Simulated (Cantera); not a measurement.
Feed: 1 mol C6H6, 0.029 mol CO2, 0.44 mol H2, held at 1025 K.

Equilibrium computed with Cantera from the NASA thermochemical tables; the gas is ideal and each condensed phase is pure. Candidate condensed phases: C, C6H6, C7H8, C8H18, H2O; 110 gas species. The ideal-gas law is rough above about 30 bar. Equilibrium is a limit: real reactors are often held back by kinetics, nucleation or transport.

x: gas mole fraction; n: condensed amount in mol.

```tsv
P (Pa)	x H2	x CH4	x H2O	x CO	x C2H6	n C(graphite)
10	0.983	7.11e-6	4.33e-7	0.0166	<1e-12	5.97
56	0.983	___	___	0.0166	<1e-12	5.97
320	0.983	___	___	0.0166	___	5.97
1800	0.982	0.00128	7.75e-5	0.0165	3.63e-10	5.97
10000	0.976	0.00701	0.000421	0.0163	1.10e-8	5.95
56000	0.946	0.0368	0.00211	0.0150	3.14e-7	5.85
320000	0.822	0.159	0.00784	0.0112	6.72e-6	5.52
1800000	0.561	0.416	0.0169	0.00633	6.74e-5	5.00
10000000	0.302	0.670	0.0244	0.00305	0.000325	4.64
```

Task: Some entries are withheld; supply them.

Result: 
- 320, x CH4: 0.000227
- 320, x H2O: 1.38e-5
- 320, x C2H6: 1.15e-11
- 56, x CH4: 3.98e-5
- 56, x H2O: 2.42e-6
